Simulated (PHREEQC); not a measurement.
Make-up at 20 °C: 0.025 mol/kgw NH4HF2, 0.0013 mol/kgw H2SiF6, 0.0065 mol/kgw HBF4 and 0.01 mol/kgw HCl. Closed to the air; pH follows from the charge balance.

Equilibrium calculation in PHREEQC: ion-association model, wateq4f.dat.

```json
{
  "pH": "2.48",
  "ionic_strength": "0.0301 mol/kgw",
  "total_alkalinity": "-68.8 meq/kg"
}
```

```
species    molality  activity   log γ
---------  --------  --------  ------
HF           0.0327    0.0329   0.003
NH4+         0.0250    0.0213  -0.070
Cl-          0.0100   0.00846  -0.073
F-          0.00862   0.00728  -0.073
BF4-        0.00643   0.00539  -0.077
H+          0.00376   0.00329  -0.058
H2F2        0.00335   0.00337   0.003
SiF6-2      0.00130  0.000693  -0.273
HF2-        0.00104  0.000882  -0.073
BF3OH-      6.53e-5   5.47e-5  -0.077
BF2(OH)2-   2.26e-6   1.89e-6  -0.077
H3BO3       2.64e-7   2.66e-7   0.003
NH3         2.57e-9   2.57e-9   0.000
```

No solid was allowed to form. wateq4f.dat counts part of the HF as a dimer, H2F2, which phreeqc.dat doesn't know; its constant is uncertain. SiF6-2 is the database's only silicon fluoride. Real BF4- forms and hydrolyses slowly; the run takes it at equilibrium.
